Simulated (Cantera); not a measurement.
## Hydrocarbon pyrolysis for carbon deposition

A perfectly stirred reactor is fed with CH4 : N2 = 1 : 23 (molar parts), at 0.00967 atm; it is held at 1548 K, and followed from long to short residence time.

Model: GRI-Mech 3.0 (53 species, 325 reactions), integrated in Cantera. GRI-Mech 3.0 stops at C3 and has no aromatics, soot or wall deposition, so with more carbon than oxygen in the feed, carbon stays in small species such as C2H2 where larger ones or solid carbon would form. Radical loss at walls, strong at low pressure, is not modelled.

```
τ (s)    x CH4    x C2H2      x H     x C2H    x C2H6     x HCN
------  ------  --------  -------  --------  --------  --------
5.5     0.0204   0.00976  1.72e-5   1.40e-8   4.51e-6   2.69e-7
2.4     0.0275   0.00606  1.07e-5   8.34e-9   7.13e-6   8.16e-8
1.0     0.0347   0.00242  4.78e-6   3.21e-9   8.60e-6   1.39e-8
0.45    0.0395  0.000467  1.30e-6  6.13e-10   5.73e-6   1.02e-9
0.20    0.0413   3.25e-5  2.38e-7  5.44e-11   1.72e-6  3.05e-11
0.085   0.0416   1.22e-6  7.02e-8  3.63e-12   3.17e-7  1.65e-12
0.037   0.0416   4.54e-8  4.48e-8    <1e-12   5.30e-8    <1e-12
0.016   0.0417   1.60e-9  4.00e-8    <1e-12   7.56e-9    <1e-12
0.0070  0.0417  5.79e-11  3.88e-8    <1e-12  9.33e-10    <1e-12
```
x: mole fraction; the columns are a selection and need not sum to one.
